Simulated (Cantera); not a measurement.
A perfectly stirred reactor is fed with CO : O2 : H2O : N2 = 0.0017 : 0.0052 : 0.011 : 1 (molar parts), equivalence ratio 0.16, at 100000 Pa; it is held at 1350 K, and followed from long to short residence time.

Cantera simulation using GRI-Mech 3.0 (53 species, 325 reactions); the numbers are that mechanism's predictions, not measurements.

Question: What does this change do: O2 0.0052 to 0.0042 parts?

Answer: 
```tsv
quantity	before	after
x(CO) at τ = 1.00 s	2.47e-5	2.52e-5
x(O2) at τ = 1.00 s	0.00428	0.00330
x(H2O) at τ = 1.00 s	0.0108	0.0108
x(H2O2) at τ = 1.00 s	5.44e-9	5.42e-9
x(H) at τ = 1.00 s	6.26e-7	8.05e-7
x(CO) at τ = 36.0 ms	0.000220	0.000224
x(O2) at τ = 36.0 ms	0.00438	0.00340
x(H2O) at τ = 36.0 ms	0.0107	0.0107
x(H2O2) at τ = 36.0 ms	3.02e-8	2.97e-8
x(H) at τ = 36.0 ms	1.29e-5	1.61e-5
```
